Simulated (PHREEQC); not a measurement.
Buffer

Consider water at 20 °C with 0.032 mol/kgw NaHCO3, 7.4e-05 mol/kgw Na2SO4 and 0.0047 mol/kgw LiCl. Closed to the air; pH follows from the charge balance.

Equilibrium calculation in PHREEQC: ion-association model, phreeqc.dat.

This is a speciation only: nothing precipitates in the calculation.

Q: Predict the pH.

A: pH 8.19.

Q: In which forms is C present?

A: HCO3- 96 %, CO2 1.3 %, NaHCO3 1.2 %, CO3-2 1.0 % of the C.
